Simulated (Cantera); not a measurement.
An isothermal, constant-pressure homogeneous reactor starts with 6.98 % H₂, 46.5 % O₂, 46.5 % N₂, equivalence ratio 0.075, at 1398 K and 170 Pa.

Computed with Cantera and GRI-Mech 3.0 (53 species, 325 reactions). Radical loss at walls, strong at low pressure, is not modelled. The temperature is held fixed by assumption; the heat of reaction is taken as removed at once.

Problem. Predict: x(H₂) at 100 s; x(O₂) at 100 s; x(O) at 100 s; x(NO) at 100 s; x(OH) at 100 s.

Solution. x(H₂) at 100 s: 1.14e-5 (gas-phase equilibrium 1.16e-6)
x(O₂) at 100 s: 0.446 (gas-phase equilibrium 0.445)
x(O) at 100 s: 0.000147 (gas-phase equilibrium 1.49e-5)
x(NO) at 100 s: 3.75e-6 (gas-phase equilibrium 0.000820)
x(OH) at 100 s: 0.000479 (gas-phase equilibrium 0.000153)
